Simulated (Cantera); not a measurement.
# FeS2 + O2 + H2S (roasting and sulfation)

Charge: 1 mol FeS2, 0.34 mol O2, 3.9 mol H2S, equilibrated at 375 °C.

Cantera equilibrium calculation (NASA polynomials, part measured and part estimated; ideal gas, pure solids and liquids). Candidate condensed phases: Fe, FeO, Fe(OH)2, Fe(OH)3, FeS, FeSO4, FeS2, Fe2O3, Fe2(SO4)3, Fe3O4, H2O, H2SO4, S; 22 gas species. Gases not in the tables: S3 to S7. Equilibrium is a limit: real reactors are often held back by kinetics, nucleation or transport.

From 0.0100 bar to 3.00 bar the condensed part is FeS2(s). From 7.70 bar to 20.0 bar the condensed part is FeS2(s) + S(l).

```csv
P (Pa),log p H2S,log p H2O,log p S2,log p S8,n FeS2(s),n S(l)
1000,-2.11,-2.79,-3.20,-4.35,1.00,0
2600,-1.69,-2.37,-3.00,-3.54,1.00,0
6700,-1.27,-1.95,-2.86,-2.98,1.00,0
17000,-0.87,-1.54,-2.74,-2.50,1.00,0
45000,-0.44,-1.12,-2.62,-2.05,1.00,0
120000,-0.01,-0.69,-2.51,-1.61,1.00,0
300000,0.38,-0.29,-2.41,-1.20,1.00,0
770000,0.80,0.12,-2.34,-0.92,1.00,0.182
2000000,1.21,0.54,-2.34,-0.92,1.00,0.491
```
log p: log10 of the partial pressure in bar; n: condensed amount in mol.
